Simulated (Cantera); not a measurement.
Diamond growth

A diamond (100) surface in a fixed gas of H2 with x(CH4) = 0.016, x(CH3) = 0.00019, at 1400 K, 11000 Pa; coverages are run to steady state.

Model: the Harris–Goodwin 1993 mechanism for the reconstructed diamond (100) surface, integrated in Cantera.

```
x(H)     growth (µm/h)  θ c6HH  θ c6H*  θ c6*H   θ c6**    θ c6HM
-------  -------------  ------  ------  ------  -------  --------
0.0001          0.0360   0.711  0.0281   0.257  0.00316   4.73e-5
0.0002           0.159   0.597  0.0388   0.355  0.00790   6.68e-5
0.00041          0.558   0.494  0.0481   0.440   0.0168   8.75e-5
0.00084           1.43   0.420  0.0541   0.495   0.0292  0.000109
0.0017            2.71   0.376  0.0572   0.524   0.0420  0.000129
0.0035            4.19   0.350  0.0588   0.537   0.0527  0.000146
0.0071            5.70   0.337  0.0595   0.543   0.0598  0.000155
0.014             7.44   0.330  0.0600   0.546   0.0639  0.000156
0.029             10.1   0.326  0.0604   0.547   0.0663  0.000147
```
θ: site fractions in the mechanism's names (c6HH fully hydrogenated, c6H* and c6*H radical sites, c6** diradical, c6HM methylated).
